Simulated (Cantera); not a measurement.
Feed: 1 mol PbO, 1.8 mol H₂O, 0.44 mol H₂, held at 1 atm.

These are equilibrium values from Cantera (NASA tables, ideal gas, pure condensed phases), not measurements of a reactor. Candidate condensed phases: H₂O, Pb, PbO, PbO₂, Pb₃O₄; 12 gas species. Each liquid is taken as pure. Mutual solubility and eutectic melting of coexisting phases are not modelled. Gases not in the tables: (PbO)n polymers. The numbers say what is thermodynamically allowed, not how fast it happens.

Task: Which condensed phases are stable at each of these points (T (°C)): 652, 702, 752, 802, 852, 902, 952, 1002, 1052, 1102?

Result: 
```csv
T (°C),condensed phases,Pb condensed (%)
652,Pb(l) + PbO(yellow),100.0
702,Pb(l) + PbO(yellow),100.0
752,Pb(l) + PbO(yellow),100.0
802,Pb(l) + PbO(yellow),100.0
852,Pb(l) + PbO(yellow),100.0
902,Pb(l) + PbO(l),99.9
952,Pb(l) + PbO(l),99.8
1002,Pb(l) + PbO(l),99.5
1052,Pb(l) + PbO(l),99.0
1102,Pb(l) + PbO(l),98.2
```

From 652 °C to 852 °C the condensed part is Pb(l) + PbO(yellow). From 902 °C to 1102 °C the condensed part is Pb(l) + PbO(l).
